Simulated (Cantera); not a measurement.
A closed system holds: 1 mol Al2O3, 0.058 mol H2O, held at 848.15 K and 1.90 bar.

Equilibrium computed with Cantera from the NASA thermochemical tables; the gas is ideal and each condensed phase is pure. Candidate condensed phases: Al, Al2O3, H2O; 19 gas species. The numbers say what is thermodynamically allowed, not how fast it happens.

Base state: H2O 1.00 (mole fractions); condensed: Al2O3(s).

**Question.** What changes in the equilibrium state with this change: 0.96 mol Cl2 added?

**Answer.** 
```csv
species,before,after
Cl2,0,0.866
HCl,0,0.104
O2,2.87e-9,0.0261
H2O,1.00,0.00336
Cl,0,1.81e-5
"Al2O3(s), mol",1.00,1.00
```
Condensed phases not in the tables: AlOCl. Further candidate phases: AlCl3.
